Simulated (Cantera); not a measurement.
An adiabatic, constant-pressure homogeneous reactor starts with CH4 : CO : O2 : N2 : H2O = 1 : 1.2 : 5.42 : 20.4 : 8.3 (molar parts), at 1500 K and 9.60 bar. Integrator tolerance rtol = 1e-08.

Computed with Cantera and GRI-Mech 3.0 (53 species, 325 reactions).

Task: What does this change do: N2 20.4 to 46 parts?

Result: 
| quantity | before | after |
|---|---|---|
| time of steepest temperature rise | 0.174 ms | 0.291 ms |
| temperature at 2.00 s | 2229 K | 1970 K |
| equilibrium temperature | 2229 K | 1969 K |
| x(CH4) at 2.00 s | <1e-12 (gas-phase equilibrium <1e-12) | <1e-12 (gas-phase equilibrium <1e-12) |
| x(CO) at 2.00 s | 0.000530 (gas-phase equilibrium 0.000530) | 5.66e-5 (gas-phase equilibrium 5.61e-5) |
| x(O2) at 2.00 s | 0.0747 (gas-phase equilibrium 0.0747) | 0.0445 (gas-phase equilibrium 0.0442) |
| x(CH3) at 2.00 s | <1e-12 (gas-phase equilibrium <1e-12) | <1e-12 (gas-phase equilibrium <1e-12) |
| x(H2) at 2.00 s | 0.000462 (gas-phase equilibrium 0.000462) | 5.92e-5 (gas-phase equilibrium 5.87e-5) |
| x(HCN) at 2.00 s | <1e-12 (gas-phase equilibrium <1e-12) | <1e-12 (gas-phase equilibrium <1e-12) |
| x(NO) at 2.00 s | 0.00684 (gas-phase equilibrium 0.00684) | 0.00248 (gas-phase equilibrium 0.00315) |
